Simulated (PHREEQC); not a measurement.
Solution (75 °C): 48 mmol/kgw HF, 55 mmol/kgw CuSO4 and 0.49 mmol/kgw KCl. It is in equilibrium with CO2 at log p = -3.5 (atm). Otherwise closed; pH follows from the charge balance.

The numbers come from PHREEQC with the ion-association model, wateq4f.dat.

No solid was allowed to form.

Question: Predict the pH, ionic strength.

Answer: pH 2.71; ionic strength 0.122 mol/kgw.

Question: In which forms is Cu present?

Answer: Cu+2 56 %, CuSO4 41 %, CuF+ 3.3 % of the Cu.

Away from 25 °C the constants follow the database's enthalpies or fits; those with neither stay at their 25 °C values.
